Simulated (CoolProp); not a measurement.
Vapour-liquid equilibrium of propane (1) + isobutane (2) at 343.4 K; x and y are mole fractions of (1).

Computed with CoolProp (multi-fluid Helmholtz-energy mixture model, Lemmon 2009 and Bücker 2006; pair parameters Kunz 2012).

**Question.** Give the bubble pressure and the first vapour's composition at x = 0.05, 0.2, 0.8. Is there an azeotrope?

**Answer.** x = 0.05: 1157 kPa, y = 0.088; x = 0.2: 1351 kPa, y = 0.311; x = 0.8: 2234 kPa, y = 0.871. No azeotrope shows between x = 0.05 and 0.95.

Pair parameters are fitted to limited data, so mixtures are less certain than the pure fluids.
